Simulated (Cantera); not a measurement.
An isothermal, constant-pressure homogeneous reactor starts with NH3 : H2 = 1 : 2.3 (molar parts), at 1348 K and 0.257 atm. Integrator tolerance rtol = 1e-08.

Model: the gas-phase N/H chemistry of the illustrative SiF4/NH3 mechanism in the Surface Chemkin manual (1991), integrated in Cantera. Walls and surfaces, which speed up NH3 decomposition in real reactors, are not modelled.

Q: What does this change do: temperature 1348 to 1925 K?

A: 
| quantity | before | after |
|---|---|---|
| x(NH3) at 2.00 s | 0.303 (gas-phase equilibrium 7.46e-6) | 0.00421 (gas-phase equilibrium 1.67e-6) |
| x(H2) at 2.00 s | 0.697 (gas-phase equilibrium 0.884) | 0.880 (gas-phase equilibrium 0.882) |
| x(H) at 2.00 s | 3.55e-6 (gas-phase equilibrium 4.29e-6) | 0.00148 (gas-phase equilibrium 0.00177) |
| x(N) at 2.00 s | 2.49e-11 (gas-phase equilibrium <1e-12) | 2.88e-7 (gas-phase equilibrium 1.95e-10) |
| x(NH) at 2.00 s | 2.31e-9 (gas-phase equilibrium <1e-12) | 1.28e-6 (gas-phase equilibrium 7.26e-10) |
| x(NH2) at 2.00 s | 2.95e-6 (gas-phase equilibrium 6.93e-11) | 2.01e-5 (gas-phase equilibrium 9.50e-9) |
